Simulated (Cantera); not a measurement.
What does this Cantera script print?

```python
import numpy as np
import cantera as ct

gas_names = """
    CL CLO CL2 Fe FeCL FeCL2 FeCL3 FeO Fe(OH)2 Fe2CL4 Fe2CL6 H HCL HOCL HO2 H2 H2O H2O2 O OH O2 O3
""".split()
cond_names = """
    Fe(a) Fe(c) Fe(d) Fe(L) FeCL2(s) FeCL2(L) FeCL3(s) FeCL3(L) FeO(s) FeO(L) Fe(OH)2(s) Fe(OH)3(s)
    Fe2O3(s) Fe3O4(s) H2O(s) H2O(L)
""".split()


# ... load() reads the species with a 1 bar reference pressure and builds the phases ...
atoms = {
    'Fe3O4': {'Fe': 3, 'O': 4},
    'HCl': {'H': 1, 'CL': 1},
}
top_T = {'Fe2O3(s)': 1830, 'Fe3O4(s)': 1870}  # K; cautious upper limits of use, not melting points


# ... equilibrate(T, P, feed) seeds the gas with the atoms and calls Mixture.equilibrate('TP', solver="vcs", rtol=1e-11, max_steps=5000) ...
results = []
feed = {'Fe3O4': 1, 'HCl': 0.014}  # mol
T = 1700  # K
for P in [1000, 3200, 10000, 32000, 100000, 320000, 1000000]:
    mix = equilibrate(T, P, feed)
    results.append((T, P, feed, dict(zip(mix.species_names, mix.species_moles))))
    x = sorted(zip(gas.X, gas.species_names), reverse=True)
    print(f"T = {T:g} K  P = {P:g} Pa  gas = {mix.phase_moles(0):.4g} mol")
    print("   x: " + "  ".join(f"{s} {v:.3e}" for v, s in x if v > 0.0001))
    print("   condensed (mol): " + ("  ".join(f"{mix.phase(i).name} {mix.phase_moles(i):.4g}"
          for i in range(1, mix.n_phases) if mix.phase_moles(i) > 1e-12) or "none"))
```

Result:

```
T = 1700 K  P = 1000 Pa  gas = 0.01466 mol
   x: HCL 4.819e-01  H2O 2.358e-01  FeCL2 2.193e-01  CL 3.281e-02  O2 2.800e-02  OH 1.067e-03  FeCL3 4.473e-04  CL2 2.917e-04  H2 2.832e-04
   condensed (mol): Fe3O4(s) 0.9989
T = 1700 K  P = 3200 Pa  gas = 0.0146 mol
   x: HCL 5.077e-01  H2O 2.251e-01  FeCL2 2.101e-01  O2 2.788e-02  CL 2.642e-02  FeCL3 1.105e-03  OH 7.786e-04  CL2 6.054e-04  H2 1.514e-04
   condensed (mol): Fe3O4(s) 0.999
T = 1700 K  P = 10000 Pa  gas = 0.01453 mol
   x: HCL 5.317e-01  H2O 2.155e-01  FeCL2 2.000e-01  O2 2.712e-02  CL 2.112e-02  FeCL3 2.628e-03  CL2 1.209e-03  OH 5.690e-04
   condensed (mol): Fe3O4(s) 0.999
T = 1700 K  P = 32000 Pa  gas = 0.01444 mol
   x: HCL 5.538e-01  H2O 2.075e-01  FeCL2 1.877e-01  O2 2.539e-02  CL 1.649e-02  FeCL3 6.158e-03  CL2 2.358e-03  OH 4.107e-04  Fe2CL4 1.200e-04
   condensed (mol): Fe3O4(s) 0.9991
T = 1700 K  P = 100000 Pa  gas = 0.01431 mol
   x: HCL 5.713e-01  H2O 2.033e-01  FeCL2 1.722e-01  O2 2.233e-02  FeCL3 1.341e-02  CL 1.252e-02  CL2 4.246e-03  Fe2CL4 3.157e-04  OH 2.961e-04
   condensed (mol): Fe3O4(s) 0.9991
T = 1700 K  P = 320000 Pa  gas = 0.01411 mol
   x: HCL 5.816e-01  H2O 2.051e-01  FeCL2 1.518e-01  FeCL3 2.697e-02  O2 1.752e-02  CL 8.928e-03  CL2 6.913e-03  Fe2CL4 7.848e-04  OH 2.093e-04
   condensed (mol): Fe3O4(s) 0.9992
T = 1700 K  P = 1e+06 Pa  gas = 0.01385 mol
   x: HCL 5.809e-01  H2O 2.148e-01  FeCL2 1.280e-01  FeCL3 4.712e-02  O2 1.166e-02  CL2 9.495e-03  CL 5.919e-03  Fe2CL4 1.744e-03  OH 1.454e-04
   condensed (mol): Fe3O4(s) 0.9992
```

Cantera equilibrium calculation (NASA polynomials, part measured and part estimated; ideal gas, pure solids and liquids).
